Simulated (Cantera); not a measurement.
A perfectly stirred reactor is fed with CO : O2 : H2O : N2 = 0.0019 : 0.023 : 0.00081 : 1 (molar parts), at 105 Torr; it is held at 1450 K, and followed from long to short residence time.

Cantera simulation using GRI-Mech 3.0 (53 species, 325 reactions); the numbers are that mechanism's predictions, not measurements.

x: mole fraction; the columns are a selection and need not sum to one.

```csv
τ (s),x CO,x O2,x H2O,x O,x H,x NO
5.8,2.80e-5,0.0215,0.000772,5.56e-5,1.73e-6,2.00e-6
1.5,___,0.0215,0.000760,___,___,___
0.38,0.000171,0.0214,0.000739,0.000278,1.89e-5,7.73e-7
0.097,0.000414,0.0215,0.000712,0.000499,4.45e-5,3.62e-7
0.025,0.000943,0.0217,0.000709,0.000540,4.91e-5,8.35e-8
0.0063,0.00168,0.0223,0.000765,0.000134,6.59e-6,1.45e-9
0.0016,0.00185,0.0224,0.000790,___,1.82e-10,<1e-12
0.00042,0.00185,0.0224,0.000790,3.15e-9,1.30e-11,<1e-12
0.00011,0.00185,0.0224,0.000790,8.24e-10,1.28e-12,<1e-12
```

Task: Complete the blanks.

Result: 
- 1.5, x CO: 6.90e-5
- 1.5, x O: 0.000128
- 1.5, x H: 5.96e-6
- 1.5, x NO: 1.35e-6
- 0.0016, x O: 1.45e-8
